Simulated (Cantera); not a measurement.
Equilibrium for sublimation and decomposition of ceramics: Si3N4 + C + H2

Input: 1 mol Si3N4, 0.057 mol C, 0.94 mol H2, held at 0.100 bar.

Equilibrium computed with Cantera from the NASA thermochemical tables; the gas is ideal and each condensed phase is pure. Candidate condensed phases: C, C6H6, C7H8, C8H18, Si, SiC, Si3N4; 105 gas species. Mutual solubility and eutectic melting of coexisting phases are not modelled. The tables' values for SiN are old estimates; treat these amounts as uncertain. Gases not in the tables: Si2H6 and higher silanes. Kinetics and transport are ignored.

From 1425 K to 1725 K the condensed part is SiC(s) + Si3N4(s). At 1875 K the condensed part is Si(l) + SiC(s) + Si3N4(s). From 2025 K to 2475 K the condensed part is Si(l) + SiC(s). From 2625 K to 2775 K the condensed part is Si(l). At 2925 K nothing is condensed.

| T (K) | log p H2 | log p N2 | log p Si | log p H | log p Si2 | log p Si2C | log p SiH | log p HCN | n SiC(s) | n Si3N4(s) | n Si(l) |
|---|---|---|---|---|---|---|---|---|---|---|---|
| 1425 | -1.02 | -2.41 | -10.52 | -5.67 | <-13 | <-13 | -10.38 | -5.48 | 0.0569 | 0.981 | 0 |
| 1575 | -1.02 | -2.41 | -8.11 | -4.89 | -11.65 | -10.68 | -8.24 | -5.62 | 0.0570 | 0.981 | 0 |
| 1725 | -1.02 | -2.41 | -6.13 | -4.24 | -8.58 | -8.28 | -6.48 | -5.73 | 0.0570 | 0.981 | 0 |
| 1875 | -1.15 | -1.55 | -5.04 | -3.76 | -7.17 | -6.85 | -5.65 | -4.88 | 0.0568 | 0.813 | 0.505 |
| 2025 | -1.50 | -1.17 | -4.23 | -3.47 | -6.19 | -5.75 | -5.18 | -4.34 | 0.0555 | 0 | 2.94 |
| 2175 | -1.51 | -1.17 | -3.54 | -3.06 | -5.36 | -4.81 | -4.63 | -3.90 | 0.0524 | 0 | 2.94 |
| 2325 | -1.52 | -1.18 | -2.94 | -2.72 | -4.63 | -3.99 | -4.15 | -3.52 | 0.0435 | 0 | 2.91 |
| 2475 | -1.56 | -1.20 | -2.41 | -2.43 | -4.00 | -3.28 | -3.75 | -3.20 | 0.0144 | 0 | 2.80 |
| 2625 | -1.64 | -1.25 | -1.94 | -2.19 | -3.43 | -3.03 | -3.41 | -3.35 | 0 | 0 | 2.46 |
| 2775 | -1.83 | -1.38 | -1.52 | -2.04 | -2.94 | -3.03 | -3.18 | -3.79 | 0 | 0 | 1.26 |
| 2925 | -2.04 | -1.49 | -1.36 | -1.93 | -2.92 | -3.17 | -3.20 | -3.93 | 0 | 0 | 0 |
log p: log10 of the partial pressure in bar; n: condensed amount in mol.
